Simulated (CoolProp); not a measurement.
Properties of n-dodecane along the isobar 22.8 bar.

The numbers come from the reference Helmholtz-energy equation of state, Lemmon 2004 in CoolProp. It is a short technical equation, of lower accuracy than the large ones.

```
T (K)   phase  density (kg/m³)  cv (kJ/(kg K))  Joule-Thomson coefficient (K/MPa)  viscosity (µPa s)
-----  ------  ---------------  --------------  ---------------------------------  -----------------
540.7  liquid            551.3           2.719                                  ?                141
545.1  liquid            546.7           2.734                            0.02817                136
549.4  liquid            542.1           2.748                            0.04908                132
553.8  liquid            537.4           2.763                            0.07194                127
558.2  liquid                ?           2.777                            0.09648                123
562.6  liquid            527.6           2.792                             0.1229                119
566.9  liquid            522.6               ?                                  ?                115
571.3  liquid            517.5           2.820                             0.1814                111
575.7  liquid            512.2           2.834                             0.2148                107
580    liquid            506.9               ?                             0.2503                103
584.4  liquid            501.4           2.862                             0.2900               99.0
588.8  liquid            495.7           2.876                             0.3336               95.2
593.2  liquid            489.8           2.890                                  ?                  ?
```

Some entries are withheld; supply them.


- 540.7, Joule-Thomson coefficient (K/MPa): 0.008122
- 558.2, density (kg/m³): 532.5
- 566.9, cv (kJ/(kg K)): 2.806
- 566.9, Joule-Thomson coefficient (K/MPa): 0.1507
- 580, cv (kJ/(kg K)): 2.848
- 593.2, Joule-Thomson coefficient (K/MPa): 0.3817
- 593.2, viscosity (µPa s): 91.5

Viscosity comes from a separate model (Huber 2004).
